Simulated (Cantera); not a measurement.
Feed: 1 mol CH3F, 0.052 mol CH4, 0.35 mol H2, held at 10.0 Torr.

These are equilibrium values from Cantera (NASA tables, ideal gas, pure condensed phases), not measurements of a reactor. Candidate condensed phases: C, C6H6, C7H8, C8H18; 95 gas species. Rates play no part.

x: gas mole fraction; n: condensed amount in mol.

```json
[
 {"T (°C)": "1052", "x H2": "0.592", "x HF": "0.408", "x H": "1.09e-5", "x C2H2 (acetylene)": "?", "n C(graphite)": "1.05"},
 {"T (°C)": "1202", "x H2": "0.592", "x HF": "0.407", "x H": "8.65e-5", "x C2H2 (acetylene)": "?", "n C(graphite)": "1.05"},
 {"T (°C)": "1352", "x H2": "0.592", "x HF": "0.407", "x H": "0.000470", "x C2H2 (acetylene)": "?", "n C(graphite)": "1.05"},
 {"T (°C)": "1502", "x H2": "0.591", "x HF": "0.407", "x H": "0.00193", "x C2H2 (acetylene)": "?", "n C(graphite)": "1.05"},
 {"T (°C)": "1652", "x H2": "0.587", "x HF": "0.406", "x H": "0.00634", "x C2H2 (acetylene)": "?", "n C(graphite)": "1.05"},
 {"T (°C)": "1802", "x H2": "0.578", "x HF": "0.404", "x H": "0.0175", "x C2H2 (acetylene)": "?", "n C(graphite)": "1.05"},
 {"T (°C)": "1952", "x H2": "0.558", "x HF": "0.399", "x H": "0.0419", "x C2H2 (acetylene)": "?", "n C(graphite)": "1.04"},
 {"T (°C)": "2102", "x H2": "0.519", "x HF": "0.389", "x H": "0.0880", "x C2H2 (acetylene)": "?", "n C(graphite)": "1.04"}
]
```

Question: Some entries are withheld; supply them.

Answer: 
- 1052, x C2H2 (acetylene): 5.04e-7
- 1202, x C2H2 (acetylene): 3.95e-6
- 1352, x C2H2 (acetylene): 2.11e-5
- 1502, x C2H2 (acetylene): 8.41e-5
- 1652, x C2H2 (acetylene): 0.000269
- 1802, x C2H2 (acetylene): 0.000717
- 1952, x C2H2 (acetylene): 0.00164
- 2102, x C2H2 (acetylene): 0.00322
